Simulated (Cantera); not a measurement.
Input: 1 mol SiHCl3, 0.52 mol Cl2, 8 mol N2, equilibrated at 1525 K and 1.30 bar.

Cantera equilibrium calculation (NASA polynomials, part measured and part estimated; ideal gas, pure solids and liquids). Candidate condensed phases: NH4Cl, Si, Si3N4; 28 gas species. The tables' values for SiCl3 are old estimates; treat these amounts as uncertain. The numbers say what is thermodynamically allowed, not how fast it happens.

Base state: N2 0.818, HCl 0.0855, SiCl4 0.0720, SiCl3 0.0108, H2 0.00858, SiCl2 0.00484, SiHCl3 0.000816, Cl 1.54e-5 (mole fractions); condensed: Si3N4(s).

Problem. What changes in the equilibrium state with this change: N2 from 8 to 58 mol?

Solution. 
```tsv
species	before	after
N2	0.818	0.969
HCl	0.0855	0.0153
SiCl4	0.0720	0.0103
SiCl3	0.0108	0.00245
SiHCl3	0.000816	5.23e-5
H2	0.00858	0.000687
SiCl2	0.00484	0.00173
Cl	1.54e-5	9.73e-6
Si3N4(s), mol	0.0484	0.0432
```
